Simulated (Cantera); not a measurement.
**Equilibrium for silicon epitaxy and polysilicon growth: SiHCl3 + Cl2 + H2**

Feed: 1 mol SiHCl3, 0.039 mol Cl2, 69 mol H2, at 0.00133 bar.

Cantera equilibrium calculation (NASA polynomials, part measured and part estimated; ideal gas, pure solids and liquids). Candidate condensed phases: Si; 19 gas species. The tables' values for SiCl, SiCl3 are old estimates; treat these amounts as uncertain. Gases not in the tables: Si2H6 and higher silanes. Rates play no part.

From 1275 °C to 1400 °C the condensed part is Si(s). At 1425 °C the condensed part is Si(l). The main Si-bearing gas is SiCl2 throughout. The share of Si in condensed phases is highest at 1275 °C (69.7 %) and lowest at 1425 °C (64.1 %).

| T (°C) | x H2 | x HCl | x SiCl2 | x H | x Si | x Cl | x SiCl | x SiH | n Si(s) | n Si(l) |
|---|---|---|---|---|---|---|---|---|---|---|
| 1275 | 0.960 | 0.0348 | 0.00420 | 0.000826 | 2.38e-5 | 2.39e-5 | 1.52e-5 | 2.26e-6 | 0.697 | 0 |
| 1300 | 0.960 | 0.0347 | 0.00425 | 0.00109 | 4.12e-5 | 3.14e-5 | 2.15e-5 | 3.55e-6 | 0.692 | 0 |
| 1325 | 0.960 | 0.0346 | 0.00430 | 0.00143 | 7.01e-5 | 4.07e-5 | 3.02e-5 | 5.51e-6 | 0.686 | 0 |
| 1350 | 0.959 | 0.0345 | 0.00434 | 0.00185 | 0.000117 | 5.25e-5 | 4.18e-5 | 8.42e-6 | 0.679 | 0 |
| 1375 | 0.959 | 0.0344 | 0.00438 | 0.00239 | 0.000193 | 6.71e-5 | 5.73e-5 | 1.27e-5 | 0.669 | 0 |
| 1400 | 0.958 | 0.0342 | 0.00441 | 0.00305 | 0.000313 | 8.52e-5 | 7.79e-5 | 1.89e-5 | 0.655 | 0 |
| 1425 | 0.957 | 0.0342 | 0.00439 | 0.00387 | 0.000493 | 0.000108 | 0.000103 | 2.74e-5 | 0 | 0.641 |
x: gas mole fraction; n: condensed amount in mol.
